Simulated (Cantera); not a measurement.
Feed: 1 mol Ti(OiPr)4, 5.3 mol H2, 0.19 mol H2O, held at 2198 K and 0.133 bar.

Cantera equilibrium calculation (NASA polynomials, part measured and part estimated; ideal gas, pure solids and liquids). Candidate condensed phases: C, C6H6, C7H8, C8H18, H2O, Ti, TiC, TiO, TiO2, Ti2O3, Ti3O5, Ti4O7; 113 gas species. The feed counts by its element totals alone. TiC: taken at fixed stoichiometry. Kinetics and transport are ignored.

Base state: H2 0.808, CO 0.176, H 0.0137, C2H2 (acetylene) 0.00205, CH4 2.30e-5 (mole fractions); condensed: C(graphite) + TiC(s).

Question: What changes in the equilibrium state with this change: pressure from 0.133 bar to 0.0120 bar?

Answer: 
| species | before | after |
|---|---|---|
| H2 | 0.808 | 0.780 |
| CO | 0.176 | 0.173 |
| H | 0.0137 | 0.0449 |
| CH4 | 2.30e-5 | 1.93e-6 |
| C2H2 (acetylene) | 0.00205 | 0.00198 |
| C(graphite), mol | 6.71 | 6.71 |
| TiC(s), mol | 1.000 | 1.000 |
